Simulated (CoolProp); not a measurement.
Vapour-liquid equilibrium of benzene (1) + cyclohexane (2) at 75.15 °C; x and y are mole fractions of (1).

The numbers come from the multi-fluid Helmholtz-energy mixture model, Thol 2012 and Zhou 2014; pair parameters Bell 2016 in CoolProp.

```
x     bubble pressure (MPa)  y at the bubble point  dew pressure at overall composition x (MPa)  liquid density (mol/L)
----  ---------------------  ---------------------  -------------------------------------------  ----------------------
0.05                0.08722                  0.068                                      0.08676                   8.689
0.2                 0.09136                  0.241                                      0.09045                   8.918
0.35                0.09390                  0.383                                      0.09340                   9.164
0.5                 0.09501                  0.509                                      0.09498                   9.429
0.65                0.09475                  0.631                                      0.09458                   9.716
0.8                 0.09291                  0.764                                      0.09217                   10.03
0.95                0.08889                  0.930                                      0.08833                   10.37
```

y crosses x between x = 0.5 and 0.65: the model has an azeotrope there.

The pair parameters rest on a limited set of measurements; away from them the model extrapolates.
